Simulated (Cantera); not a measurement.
An isothermal, constant-pressure homogeneous reactor starts with H2 : O2 : N2 = 1.1 : 1 : 2.1 (molar parts), equivalence ratio 0.55, at 750 K and 750 Torr. Integrator tolerance rtol = 1e-08.

Computed with Cantera and GRI-Mech 3.0 (53 species, 325 reactions). Below about 950 K walls govern HO2 and H2O2 in real vessels. The temperature is held fixed by assumption; the heat of reaction is taken as removed at once.

What does this change do: temperature 750 to 925 K?


| quantity | before | after |
|---|---|---|
| x(H2) at 5.00 s | 0.262 (gas-phase equilibrium <1e-12) | 0.00150 (gas-phase equilibrium 6.75e-12) |
| x(O2) at 5.00 s | 0.238 (gas-phase equilibrium 0.123) | 0.124 (gas-phase equilibrium 0.123) |
| x(O) at 5.00 s | <1e-12 (gas-phase equilibrium <1e-12) | 7.38e-9 (gas-phase equilibrium 4.73e-12) |
| x(NO2) at 5.00 s | <1e-12 (gas-phase equilibrium 2.23e-7) | 2.47e-11 (gas-phase equilibrium 6.11e-7) |
| x(H) at 5.00 s | <1e-12 (gas-phase equilibrium <1e-12) | 1.65e-9 (gas-phase equilibrium <1e-12) |
| x(HO2) at 5.00 s | 7.81e-8 (gas-phase equilibrium 5.26e-12) | 5.40e-6 (gas-phase equilibrium 2.96e-10) |
